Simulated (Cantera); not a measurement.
Cantera run, input and output.

```python
import numpy as np
import cantera as ct

gas = ct.Solution("gri30.yaml")
gas.TPX = 625, 310000, {'CH4': 1, 'C2H6': 0.17, 'C3H8': 0.033, 'O2': 5.87, 'N2': 22.1, 'H2O': 2.3}
inlet = ct.Reservoir(gas, clone=True)
gas.equilibrate("HP")  # start burning
reactor = ct.IdealGasConstPressureReactor(gas, energy="on", clone=False)
exhaust = ct.Reservoir(gas, clone=True)
tau = [0.25, 0.13, 0.065, 0.034, 0.017, 0.0088, 0.0045, 0.0023, 0.0012, 0.00061, 0.00032, 0.00016, 8.3e-05][0]
for a, b in ((inlet, reactor), (reactor, exhaust)):
    ct.MassFlowController(a, b, mdot=lambda t: reactor.mass / tau)
net = ct.ReactorNet([reactor])
show = ['CH4', 'C2H6', 'C3H8', 'C2H4', 'CH2CO', 'CH3']

rows = []
print(f"{'tau/s':>10s}{'T/K':>9s}" + "".join(f"{s:>11s}" for s in show))
for tau in [0.25, 0.13, 0.065, 0.034, 0.017, 0.0088, 0.0045, 0.0023, 0.0012, 0.00061, 0.00032, 0.00016, 8.3e-05]:
    net.initial_time = 0.0
    net.advance(30 * tau)
    before = gas.X
    net.advance(40 * tau)
    drift = np.max(np.abs(gas.X - before) / (gas.X + 1e-9))
    rows.append([gas.T, *gas[show].X, drift])
    print(f"{tau:10.3e}{gas.T:9.1f}" + "".join(f"{x:11.3e}" for x in gas[show].X))
```

Output:

```
     tau/s      T/K        CH4       C2H6       C3H8       C2H4      CH2CO        CH3
 2.500e-01   1605.0  5.225e-06  1.984e-07  3.926e-08  8.912e-07  4.746e-07  8.658e-07
 1.300e-01   1604.2  8.190e-06  3.239e-07  6.536e-08  1.433e-06  7.744e-07  1.395e-06
 6.500e-02   1603.1  1.307e-05  5.377e-07  1.104e-07  2.329e-06  1.280e-06  2.271e-06
 3.400e-02   1601.5  2.020e-05  8.574e-07  1.783e-07  3.619e-06  2.021e-06  3.537e-06
 1.700e-02   1598.9  3.228e-05  1.408e-06  2.953e-07  5.731e-06  3.259e-06  5.623e-06
 8.800e-03   1595.0  5.080e-05  2.258e-06  4.753e-07  8.783e-06  5.086e-06  8.684e-06
 4.500e-03   1588.7  8.193e-05  3.688e-06  7.748e-07  1.349e-05  7.955e-06  1.352e-05
 2.300e-03   1578.4  1.364e-04  6.180e-06  1.287e-06  2.080e-05  1.247e-05  2.130e-05
 1.200e-03   1560.9  2.391e-04  1.084e-05  2.219e-06  3.283e-05  1.987e-05  3.434e-05
 6.100e-04   1514.2  5.878e-04  2.675e-05  5.211e-06  7.017e-05  4.167e-05  6.829e-05
 3.200e-04    625.0  3.177e-02  5.401e-03  1.049e-03  5.922e-17  7.447e-18  1.805e-16
 1.600e-04    625.0  3.177e-02  5.401e-03  1.049e-03  3.388e-18  1.345e-21  8.812e-17
 8.300e-05    625.0  3.177e-02  5.401e-03  1.049e-03  9.440e-19  7.828e-24  4.538e-17
```

Model: GRI-Mech 3.0 (53 species, 325 reactions), integrated in Cantera.
